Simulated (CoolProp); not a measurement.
Vapour-liquid equilibrium of benzene (1) + m-xylene (2) at 458.6 K; x and y are mole fractions of (1).

Computed with CoolProp (multi-fluid Helmholtz-energy mixture model, Thol 2012 and Zhou 2012; pair parameters Bell 2016).

Q: Give the bubble pressure and the first vapour's composition at x = 0.575, 0.8, 0.95. Is there an azeotrope?

A: x = 0.575: 754.9 kPa, y = 0.801; x = 0.8: 947.1 kPa, y = 0.921; x = 0.95: 1083 kPa, y = 0.982. No azeotrope shows between x = 0.05 and 0.95.

The pair parameters rest on a limited set of measurements; away from them the model extrapolates.
